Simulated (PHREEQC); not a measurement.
Dissolve 0.001 mol/kgw Cu(NO3)2, 5.2e-05 mol/kgw HBF4 and 0.025 mol/kgw NaCl at 2.7 °C. Closed to the air; pH follows from the charge balance.

The numbers come from PHREEQC with the ion-association model, wateq4f.dat.

```json
[
 {"quantity": "pH", "before": "3.79", "after": "5.45"},
 {"quantity": "CuOH+ (mol/kgw)", "before": "4.03e-8", "after": "1.83e-6"},
 {"quantity": "Cu(OH)2 (mol/kgw)", "before": "4.45e-10", "after": "9.17e-7"},
 {"quantity": "SI of Tenorite (CuO)", "before": "-4.19", "after": "-0.88"},
 {"quantity": "SI of Halite (NaCl)", "before": "-4.87", "after": "-4.87"}
]
```

Question: What was changed between the two runs?
A. diluted 10-fold with water
B. 0.019 mol/kgw CsOH added
C. HBF4 left out
D. HBF4 from 5.2e-05 to 0.00026 mol/kgw

Answer: C, HBF4 left out

No solid was allowed to form. At this temperature some constants are extrapolated from 25 °C, and those without enthalpy data are left unchanged. Real BF4- forms and hydrolyses slowly; the run takes it at equilibrium.
